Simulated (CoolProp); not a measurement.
Saturation properties of methane (Tc = -82.6 °C, pc = 4.599 MPa, ω = 0.011).

Computed with CoolProp (reference Helmholtz-energy equation of state, Setzmann 1991).

```
T (°C)   p (MPa)  liquid cp (kJ/(kg K))  vapour Z  liquid conductivity (mW/(m K))
-------  -------  ---------------------  --------  ------------------------------
-142.15   0.3899                  3.671    0.9079                               ?
-137.45        ?                      ?    0.8893                             150
-132.75   0.6546                  3.820    0.8686                             143
-128.05   0.8272                      ?    0.8457                             136
-123.35        ?                  4.042    0.8204                             130
-118.75    1.262                  4.192    0.7932                             123
-114.05        ?                  4.391    0.7626                             116
-109.35    1.848                  4.657    0.7288                             110
```

Q: Complete the blanks.

A: 
- -142.15, liquid conductivity (mW/(m K)): 156
- -137.45, p (MPa): 0.5097
- -137.45, liquid cp (kJ/(kg K)): 3.739
- -128.05, liquid cp (kJ/(kg K)): 3.919
- -123.35, p (MPa): 1.031
- -114.05, p (MPa): 1.535

It boils at -161.5 °C under 1 atm.

Thermal conductivity comes from a separate model (Friend 1989).
